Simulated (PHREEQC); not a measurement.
A solution holds 0.0051 mol NaHS, 0.00097 mol NaHCO3 and 0.0012 mol MnCl2 per kg of water, at 40 °C. Closed to the air; pH follows from the charge balance.

Equilibrium calculation in PHREEQC: ion-association model, wateq4f.dat.

Precipitation was switched off in this run.

### Question
Order these C species by the share of C that they hold, largest first: CO2, MnHCO3+, CO3-2, MnCO3, HCO3-.

### Answer
HCO3- (71 %), MnCO3 (23 %), MnHCO3+ (4.0 %), CO2 (1.1 %), CO3-2 (0.66 %)

The pH is 8.06 and the ionic strength 0.00891 mol/kgw. The solution is supersaturated, for example in Rhodochrosite, so a real one may precipitate; this is no full list. Away from 25 °C the constants follow the database's enthalpies or fits; those with neither stay at their 25 °C values. The polysulfide entries of wateq4f.dat were taken out for this run.
